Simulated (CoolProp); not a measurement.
Ethanol at 402.14 K and 0.177 MPa flows at 17 m/s in a round tube of 6 mm bore and 45 µm roughness, fully developed (64/Re and Nu = 3.66 if laminar; Colebrook and Gnielinski if turbulent). Each further row changes one setting.

Model: reference Helmholtz-energy equation of state, Schroeder 2014, in CoolProp.

```
case             Reynolds number  Darcy friction factor  pressure drop (Pa/m)  heat-transfer coefficient (W/(m² K))  mass flow (kg/h)
---------------  ---------------  ---------------------  --------------------  ------------------------------------  ----------------
as stated                  21500                 0.0376                     …                                   395              4.35
velocity 34 m/s            43000                 0.0361                  8730                                     …                 …
diameter 12 mm             43000                      …                   918                                   324                 …
```

**Question.** Fill in the missing entries.

**Answer.** 
- as stated, pressure drop (Pa/m): 2270
- velocity 34 m/s, heat-transfer coefficient (W/(m² K)): 776
- velocity 34 m/s, mass flow (kg/h): 8.69
- diameter 12 mm, Darcy friction factor: 0.0303
- diameter 12 mm, mass flow (kg/h): 17.4

Viscosity comes from a separate model (Kiselev 2005). Thermal conductivity comes from a separate model (Assael 2013).
